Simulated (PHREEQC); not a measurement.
A made-up water analysis in mg/kgw, 25 °C, pH 2.1, pe 11.1:

```csv
constituent,mg/kgw
Na,302
K,1.01e-05
Ca,101
Mg,23.4
Cl,110
S(6) as SO4,1590
O(0) (dissolved oxygen),0.0809
Zn,0.145
```

Valence states are taken as typed.

Model: ion-association model, phreeqc.dat, run in PHREEQC.

Precipitation was switched off in this run.

What ionic strength, charge-balance error, specific conductance does the model give?

ionic strength 0.0404 mol/kgw; charge-balance error -3.9 %; specific conductance 5320 µS/cm.

In which forms is K present?

K+ 97 %, KSO4- 3.4 % of the K.
